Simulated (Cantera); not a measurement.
Standard-state values (1 bar) from the NASA 1993 polynomials, evaluated with Cantera. Values are per mole of reaction as written; species without (g) are pure solids or liquids, kept so even where they would boil at 1 bar.

Problem. Between 300 and 1773 K, where is each reaction favourable under standard conditions?
- N₂(g) + 2 Cr₂O₃ ⇌ 2 Cr₂N + 2 O₃(g)
- Cr₂N + 3 O₂(g) ⇌ N(g) + 2 CrO₃(g)
- 4 CrO₃(g) + 7 N₂(g) ⇌ 12 NO(g) + 2 Cr₂N

Solution. 
- N₂(g) + 2 Cr₂O₃ ⇌ 2 Cr₂N + 2 O₃(g): ΔG° is 2226 kJ at 300 K and 1871 kJ at 1773 K; it stays positive (K < 1). ΔH° is 2312 kJ and ΔS° 249 J/K at 1773 K.
- Cr₂N + 3 O₂(g) ⇌ N(g) + 2 CrO₃(g): ΔG° is 11 kJ at 300 K and 28 kJ at 1773 K; it stays positive (K < 1). ΔH° is -18 kJ and ΔS° -26 J/K at 1773 K.
- 4 CrO₃(g) + 7 N₂(g) ⇌ 12 NO(g) + 2 Cr₂N: ΔG° is 1940 kJ at 300 K and 1493 kJ at 1773 K; it stays positive (K < 1). ΔH° is 2093 kJ and ΔS° 338 J/K at 1773 K.
